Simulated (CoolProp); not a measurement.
A single-stage vapour-compression cycle with R22: evaporating at 216.15 K (dew point), condensing at 262.15 K (bubble point), superheat 10 K, subcooling 8 K, compressor efficiency 0.75, no pressure losses. Each further row changes one setting.

Model: reference Helmholtz-energy equation of state, Kamei 1995, in CoolProp.

```tsv
case	cooling COP	pressure ratio	discharge temperature (K)	refrigerating effect (kJ/kg)	volumetric capacity (kJ/m³)
as stated	3.03	7.71	338.4	208	431
evaporating temperature 221.15 K	3.55	5.89	___	___	___
condensing temperature 257.15 K	3.47	6.43	___	213	443
subcooling 13 K	3.11	7.71	338.4	213	443
superheat 20 K	___	7.71	350.6	213	424
compressor efficiency 0.65	___	7.71	352.9	208	431
```

Task: Some entries are withheld; supply them.

Result: 
- evaporating temperature 221.15 K, discharge temperature (K): 328.9
- evaporating temperature 221.15 K, refrigerating effect (kJ/kg): 210
- evaporating temperature 221.15 K, volumetric capacity (kJ/m³): 561
- condensing temperature 257.15 K, discharge temperature (K): 327.8
- superheat 20 K, cooling COP: 2.99
- compressor efficiency 0.65, cooling COP: 2.63
